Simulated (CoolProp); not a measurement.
The fluid at 495 K and 11.2 MPa flows at 1.2 m/s in a round tube of 50 mm bore and 1.5 µm roughness, fully developed (64/Re and Nu = 3.66 if laminar; Colebrook and Gnielinski if turbulent). The same conditions are run with several fluids, on thermodynamics alone (safety and materials aside).

Model: reference Helmholtz-energy equation of state of each fluid (R11: Jacobsen 1992; propane: Lemmon 2009; n-pentane: Thol 2019; c-C4F8 (RC318): Platzer 1990; oxygen: Schmidt 1985), in CoolProp. The equations of Platzer and Polt are older, rougher fits.

```tsv
fluid	Reynolds number	Darcy friction factor	pressure drop (Pa/m)	heat-transfer coefficient (W/(m² K))	mass flow (kg/h)
R11	578000	0.0133	?	1510	7890
propane	?	0.0137	33.3	?	1430
n-pentane	?	0.0129	77.2	2290	?
c-C4F8 (RC318)	769000	?	138	1470	?
oxygen	159000	0.0166	20.3	238	721
```

Problem. Complete the blanks.

Solution. 
- R11, pressure drop (Pa/m): 178
- propane, Reynolds number: 469000
- propane, heat-transfer coefficient (W/(m² K)): 1080
- n-pentane, Reynolds number: 686000
- n-pentane, mass flow (kg/h): 3510
- c-C4F8 (RC318), Darcy friction factor: 0.0127
- c-C4F8 (RC318), mass flow (kg/h): 6370

Above 300 K oxygen's equation is extrapolated.

Transport values come from each fluid's own correlations; those of R11, n-pentane, c-C4F8 (RC318) are estimates that may be off by 10 % or more.
